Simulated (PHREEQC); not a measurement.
Solution (20 °C): 0.3 mol/kgw ZnCl2, 0.24 mol/kgw H3BO3 and 0.31 mol/kgw HCl. Closed to the air; pH follows from the charge balance.

All values are PHREEQC results (ion-association model, wateq4f.dat), not measurements.

| quantity | before | after |
|---|---|---|
| pH | 0.64 | 0.93 |
| ionic strength (mol/kgw) | 0.975 | 0.534 |
| Cl- (mol/kgw) | 0.733 | 0.412 |
| H2BO3- (mol/kgw) | 1.29e-9 | 1.02e-9 |

What was changed between the two runs?
A) temperature from 20 to 50 °C
B) HCl replaced by NaCl at the same molality
C) diluted 2-fold with water
D) HCl from 0.31 to 1.55 mol/kgw
E) ZnCl2 from 0.3 to 0.15 mol/kgw

C, diluted 2-fold with water

Precipitation was switched off in this run. The ionic strength passes 0.7 mol/kgw, the rough limit of the ion-association models, in before.
